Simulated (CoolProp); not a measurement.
Model: reference Helmholtz-energy equation of state, Lemmon 2003, in CoolProp. It is a pseudo-pure fit of the blend.

### Question
For R407C, give the phase and the cp (kJ/(kg K)), Joule-Thomson coefficient (K/MPa), Prandtl number at -53.15 °C and 2.63 MPa; 14.75 °C and 2.63 MPa; 29.75 °C and 2.63 MPa.

### Answer
- -53.15 °C and 2.63 MPa: liquid; cp 1.29, Joule-Thomson coefficient -0.296, Prandtl number 4.45
- 14.75 °C and 2.63 MPa: liquid; cp 1.45, Joule-Thomson coefficient -0.0279, Prandtl number 2.87
- 29.75 °C and 2.63 MPa: liquid; cp 1.54, Joule-Thomson coefficient 0.126, Prandtl number 2.71

Viscosity comes from a separate model (Geller 2000). Thermal conductivity comes from a separate model (Geller 2001).
